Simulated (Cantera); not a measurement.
An adiabatic, constant-volume homogeneous reactor starts with CH4 : CO : O2 : N2 = 1 : 0.46 : 1.11 : 10.3 (molar parts), equivalence ratio 2.0, at 1423 K and 9.87 atm. Integrator tolerance rtol = 1e-08.

Cantera simulation using GRI-Mech 3.0 (53 species, 325 reactions); the numbers are that mechanism's predictions, not measurements.

### Question
What does this change do: pressure from 9.87 atm to 20.7 atm?

### Answer
```csv
quantity,before,after
time of steepest temperature rise,1.63 ms,0.839 ms
temperature at 2.00 s,2295 K,2297 K
equilibrium temperature,2295 K,2297 K
x(CH4) at 2.00 s,1.14e-9 (gas-phase equilibrium 1.27e-9),5.07e-9 (gas-phase equilibrium 5.58e-9)
x(CO) at 2.00 s,0.0900 (gas-phase equilibrium 0.0900),0.0900 (gas-phase equilibrium 0.0900)
x(O2) at 2.00 s,2.39e-7 (gas-phase equilibrium 2.39e-7),1.16e-7 (gas-phase equilibrium 1.16e-7)
x(H2O2) at 2.00 s,6.42e-10 (gas-phase equilibrium 6.42e-10),6.52e-10 (gas-phase equilibrium 6.52e-10)
x(NO) at 2.00 s,1.62e-5 (gas-phase equilibrium 1.62e-5),1.13e-5 (gas-phase equilibrium 1.13e-5)
x(HCN) at 2.00 s,7.67e-7 (gas-phase equilibrium 7.67e-7),1.61e-6 (gas-phase equilibrium 1.61e-6)
```
The pressure lies above the range GRI-Mech 3.0 was tuned for (to about 10 atm).

### Question
What does this change do: N2 10.3 to 3.4 parts?

### Answer
```json
[
 {"quantity": "time of steepest temperature rise", "before": "1.63 ms", "after": "0.580 ms"},
 {"quantity": "temperature at 2.00 s", "before": "2295 K", "after": "2945 K"},
 {"quantity": "equilibrium temperature", "before": "2295 K", "after": "2945 K"},
 {"quantity": "x(CH4) at 2.00 s", "before": "1.14e-9 (gas-phase equilibrium 1.27e-9)", "after": "1.32e-9 (gas-phase equilibrium 1.48e-9)"},
 {"quantity": "x(CO) at 2.00 s", "before": "0.0900 (gas-phase equilibrium 0.0900)", "after": "0.184 (gas-phase equilibrium 0.184)"},
 {"quantity": "x(O2) at 2.00 s", "before": "2.39e-7 (gas-phase equilibrium 2.39e-7)", "after": "6.54e-5 (gas-phase equilibrium 6.54e-5)"},
 {"quantity": "x(H2O2) at 2.00 s", "before": "6.42e-10 (gas-phase equilibrium 6.42e-10)", "after": "9.16e-8 (gas-phase equilibrium 9.16e-8)"},
 {"quantity": "x(NO) at 2.00 s", "before": "1.62e-5 (gas-phase equilibrium 1.62e-5)", "after": "0.000624 (gas-phase equilibrium 0.000624)"},
 {"quantity": "x(HCN) at 2.00 s", "before": "7.67e-7 (gas-phase equilibrium 7.67e-7)", "after": "2.23e-6 (gas-phase equilibrium 2.23e-6)"}
]
```

### Question
What does this change do: CH4 1 to 0.46 parts?

### Answer
| quantity | before | after |
|---|---|---|
| time of steepest temperature rise | 1.63 ms | 1.07 ms |
| temperature at 2.00 s | 2295 K | 2584 K |
| equilibrium temperature | 2295 K | 2584 K |
| x(CH4) at 2.00 s | 1.14e-9 (gas-phase equilibrium 1.27e-9) | <1e-12 (gas-phase equilibrium <1e-12) |
| x(CO) at 2.00 s | 0.0900 (gas-phase equilibrium 0.0900) | 0.0147 (gas-phase equilibrium 0.0147) |
| x(O2) at 2.00 s | 2.39e-7 (gas-phase equilibrium 2.39e-7) | 0.00307 (gas-phase equilibrium 0.00307) |
| x(H2O2) at 2.00 s | 6.42e-10 (gas-phase equilibrium 6.42e-10) | 1.40e-7 (gas-phase equilibrium 1.40e-7) |
| x(NO) at 2.00 s | 1.62e-5 (gas-phase equilibrium 1.62e-5) | 0.00332 (gas-phase equilibrium 0.00332) |
| x(HCN) at 2.00 s | 7.67e-7 (gas-phase equilibrium 7.67e-7) | 9.89e-10 (gas-phase equilibrium 9.89e-10) |
